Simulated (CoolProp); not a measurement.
Vapour-liquid equilibrium of o-xylene (1) + n-nonane (2) at 0.000374 MPa; x and y are mole fractions of (1).

The numbers come from the multi-fluid Helmholtz-energy mixture model, Zhou 2012 and Lemmon 2006; pair parameters Bell 2016 in CoolProp.

```tsv
x	bubble temperature (K)	y at the bubble point	dew temperature at overall composition x (K)	liquid density (mol/L)
0.05	290.6	0.099	291.0	5.711
0.2	288.5	0.333	289.7	6.033
0.35	287.0	0.499	288.4	6.383
0.5	285.9	0.627	287.0	6.766
0.65	285.1	0.735	285.8	7.187
0.8	284.6	0.840	284.8	7.654
0.95	284.2	0.956	284.2	8.175
```

No azeotrope shows between x = 0.05 and 0.95.

The pair parameters rest on a limited set of measurements; away from them the model extrapolates.
